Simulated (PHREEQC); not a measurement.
Make-up at 20 °C: 2.5 mol KOH, 0.085 mol CaCl2 and 0.18 mol LiCl per kg of water. Closed to the air; pH follows from the charge balance.

The numbers come from PHREEQC with the Pitzer model, pitzer.dat.

| quantity | before | after |
|---|---|---|
| pH | 14.62 | 13.43 |
| SI of Sylvite (KCl) | -1.27 | -3.20 |

Problem. What was changed between the two runs?
A. diluted 10-fold with water
B. CaCl2 left out
C. KOH from 2.5 to 5 mol/kgw
D. diluted 5-fold with water
E. 0.63 mol/kgw Na2SO4 added

Solution. A, diluted 10-fold with water

This is a speciation only: nothing precipitates in the calculation. Some of these states are supersaturated (in Portlandite, for instance). In brines, pH and single-ion activities rest on the MacInnes convention.
